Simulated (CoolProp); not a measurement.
Values from CoolProp's reference Helmholtz-energy equation of state, McLinden 2015.

### Question
Give the vapour pressure (MPa), liquid density (kg/m³), vapour density (kg/m³), enthalpy of vaporisation (kJ/kg) of saturated the fluoroketone C6F12O (FK-5-1-12) at 350.4 K.

### Answer
```json
[
 {"T (K)": "350.4", "p (MPa)": "0.245", "liquid density (kg/m³)": "1430", "vapour density (kg/m³)": "30.3", "enthalpy of vaporisation (kJ/kg)": "78.9"}
]
```
